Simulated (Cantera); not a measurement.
Input (Python, Cantera) and output of one run.

```python
import numpy as np
import cantera as ct

gas_names = """
    H2S C2H4 C3H8
""".split()
cond_names = """
    S(cr1) S(cr2) S(L)
""".split()


def load(file, names, dense=False):
    # The tables refer to 1 bar. Condensed volumes are neglected.
    table = {s.name: s for s in ct.Species.list_from_file(file)}
    out = []
    for n in names:
        d = dict(table[n].input_data)
        d["thermo"] = dict(d["thermo"], **{"reference-pressure": 1e5})
        if dense:
            d["equation-of-state"] = {"model": "constant-volume", "density": "1e6 g/cm^3"}
        out.append(ct.Species.from_dict(d))
    return out


species = {s.name: s for s in load("nasa_gas.yaml", gas_names) + load("nasa_condensed.yaml", cond_names)}
# Each term lists the table entries of one substance; the one whose range holds T is used.
reactions = {
    '2 H2S(g) + 3 C2H4(g) = 2 S + 2 C3H8(g)':
        [(-2, ['H2S']), (-3, ['C2H4']), (2, ['S(cr1)', 'S(cr2)', 'S(L)']), (2, ['C3H8'])],
}


def pick(names, T):
    return next(species[n] for n in names if species[n].thermo.min_temp <= T <= species[n].thermo.max_temp)


results = []
for label, terms in reactions.items():
    print(label)
    print("     T/K   dH/kJ  dS/(J/K)   dG/kJ   log10 K")
    for T in [300, 600, 650, 700, 750, 800, 850, 900, 950, 1000]:
        used = [(nu, pick(names, T)) for nu, names in terms]
        dH = sum(nu * s.thermo.h(T) for nu, s in used) / 1e6
        dS = sum(nu * s.thermo.s(T) for nu, s in used) / 1e3
        dG = dH - T * dS / 1e3
        logK = -dG * 1e6 / (ct.gas_constant * T * np.log(10))
        results.append((label, T, dH, dS, dG, logK, [s.name for _, s in used]))
        print(f"{T:8g} {dH:8.1f} {dS:8.1f} {dG:8.1f} {logK:8.2f}")
```

Output:

```
2 H2S(g) + 3 C2H4(g) = 2 S + 2 C3H8(g)
     T/K   dH/kJ  dS/(J/K)   dG/kJ   log10 K
     300   -325.9   -464.7   -186.4    32.46
     600   -313.0   -436.2    -51.3     4.46
     650   -311.2   -433.3    -29.5     2.37
     700   -309.6   -430.9     -7.9     0.59
     750   -308.0   -428.7     13.5    -0.94
     800   -306.3   -426.5     34.9    -2.28
     850   -304.4   -424.3     56.2    -3.45
     900   -302.4   -421.9     77.4    -4.49
     950   -300.2   -419.5     98.4    -5.41
    1000   -298.1   -417.4    119.3    -6.23
```

Standard-state values (1 bar) from the NASA 1993 polynomials, evaluated with Cantera. Condensed species are held in their standard states even where they would react or evaporate.
